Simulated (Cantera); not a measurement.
Dilute partial oxidation

A perfectly stirred reactor is fed with CH3OH : O2 : N2 = 0.028 : 0.051 : 1 (molar parts), equivalence ratio 0.82, at 0.680 bar; it is held at 1325 K, and followed from long to short residence time.

Cantera simulation using GRI-Mech 3.0 (53 species, 325 reactions); the numbers are that mechanism's predictions, not measurements. GRI-Mech 3.0 was tuned for natural gas; its chemistry of methanol as a main component is partial and can be far from experiment. The temperature is held fixed by assumption; the heat of reaction is taken as removed at once.

```json
[
 {"τ (s)": "19", "x CH3OH": "4.38e-7", "x O2": "0.00824", "x C2H4": "<1e-12", "x C2H": "<1e-12", "x CO": "2.48e-5"},
 {"τ (s)": "6.8", "x CH3OH": "8.52e-7", "x O2": "0.00825", "x C2H4": "<1e-12", "x C2H": "<1e-12", "x CO": "4.92e-5"},
 {"τ (s)": "2.5", "x CH3OH": "1.60e-6", "x O2": "0.00828", "x C2H4": "<1e-12", "x C2H": "<1e-12", "x CO": "9.58e-5"},
 {"τ (s)": "0.88", "x CH3OH": "2.99e-6", "x O2": "0.00833", "x C2H4": "<1e-12", "x C2H": "<1e-12", "x CO": "0.000191"},
 {"τ (s)": "0.32", "x CH3OH": "5.30e-6", "x O2": "0.00845", "x C2H4": "<1e-12", "x C2H": "<1e-12", "x CO": "0.000369"},
 {"τ (s)": "0.11", "x CH3OH": "9.34e-6", "x O2": "0.00868", "x C2H4": "8.10e-12", "x C2H": "<1e-12", "x CO": "0.000731"},
 {"τ (s)": "0.041", "x CH3OH": "1.55e-5", "x O2": "0.00910", "x C2H4": "5.52e-11", "x C2H": "<1e-12", "x CO": "0.00136"},
 {"τ (s)": "0.015", "x CH3OH": "2.69e-5", "x O2": "0.00987", "x C2H4": "3.55e-10", "x C2H": "<1e-12", "x CO": "0.00254"},
 {"τ (s)": "0.0054", "x CH3OH": "5.25e-5", "x O2": "0.0113", "x C2H4": "2.17e-9", "x C2H": "<1e-12", "x CO": "0.00481"}
]
```
x: mole fraction; the columns are a selection and need not sum to one.
